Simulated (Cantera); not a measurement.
# Stirred combustor or abatement burner

A perfectly stirred reactor is fed with 21.7 % H2, 16.4 % O2, 61.8 % N2, at 100000 Pa; it is adiabatic with a 475 K inlet, and is followed from long to short residence time, starting on the burning branch (τ in s: 0.16, 0.065, 0.027, 0.011, 0.0044, 0.0018, 0.00074, 0.0003, 0.00012, 5e-05).

Detailed kinetics in Cantera: GRI-Mech 3.0 (53 species, 325 reactions).

```tsv
τ (s)	T (K)	x H2	x O2	x HO2	x N2O	x OH	x O
0.16	2082	0.000634	0.0616	2.53e-6	2.70e-7	0.00379	0.000371
0.065	2080	0.000792	0.0617	2.69e-6	3.00e-7	0.00418	0.000455
0.027	2073	0.00112	0.0616	3.06e-6	3.44e-7	0.00490	0.000637
0.011	2060	0.00181	0.0615	3.96e-6	3.78e-7	0.00608	0.00102
0.0044	2036	0.00310	0.0614	5.84e-6	3.66e-7	0.00772	0.00174
0.0018	1996	0.00521	0.0615	9.18e-6	3.13e-7	0.00956	0.00296
0.00074	1935	0.00837	0.0621	1.45e-5	2.51e-7	0.0113	0.00484
0.00030	1842	0.0127	0.0634	2.24e-5	1.97e-7	0.0123	0.00742
0.00012	1714	0.0181	0.0660	3.28e-5	1.53e-7	0.0120	0.0103
5.0e-5	1562	0.0256	0.0710	4.63e-5	1.15e-7	0.0102	0.0122
```
x: mole fraction; the columns are a selection and need not sum to one.
